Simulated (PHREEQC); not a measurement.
Solution (70 °C): 0.22 mol Cu(NO3)2, 0.23 mol H2SO4 and 0.004 mol FeCl3 per kg of water. It is in equilibrium with CO2 at log p = -3.4 (atm). Otherwise closed; pH follows from the charge balance.

The numbers come from PHREEQC with the ion-association model, phreeqc.dat.

No solid was allowed to form.

Task: Estimate the pH, density.

Result: pH 0.71; density 1.023 g/cm³.

Task: In which forms is Fe present?

Result: FeHSO4+2 51 %, FeSO4+ 39 %, Fe+3 6.5 %, Fe(SO4)2- 2.0 %, FeCl+2 1.1 %, FeOH+2 0.8 % of the Fe.

Examples of supersaturated solids here: Hematite (slow to form). Others may be too. Caution: at this ionic strength the ion-association model is outside its range; a Pitzer model would be the better tool where its parameters exist. At this temperature some constants are extrapolated from 25 °C, and those without enthalpy data are left unchanged.
